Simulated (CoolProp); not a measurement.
R365MFC at several states: density (kg/m³) from the reference equation and from simpler models built on Tc = 186.9 °C, pc = 3.266 MPa, ω = 0.377; each cubic takes its own stable root.

The numbers come from the reference Helmholtz-energy equation of state, Lemmon 2016 in CoolProp.

| T (°C) | p (MPa) | phase | reference |
|---|---|---|---|
| -12.45 | 1.89 | liquid | 1337 |
| 165.95 | 0.022 | gas | 0.8948 |
| 41.25 | 0.175 | liquid | 1222 |
| 157.25 | 0.0764 | gas | 3.195 |
| 153.25 | 0.0177 | gas | 0.7411 |

**Question.** How far does each simpler model (van der Waals, Redlich-Kwong, Soave-Redlich-Kwong) lie from the reference over these 5 states: mean and median of the absolute difference, and the worst?

**Answer.** 
- van der Waals: mean 27.9 %, median 0.3 %, worst -99.2 % at 41.25 °C and 0.175 MPa
- Redlich-Kwong: mean 22.1 %, median 0.1 %, worst -99.1 % at 41.25 °C and 0.175 MPa
- Soave-Redlich-Kwong: mean 3.1 %, median 0.0 %, worst -7.9 % at -12.45 °C and 1.89 MPa

At some of these states van der Waals, Redlich-Kwong gives the other phase, because its saturation line lies elsewhere.
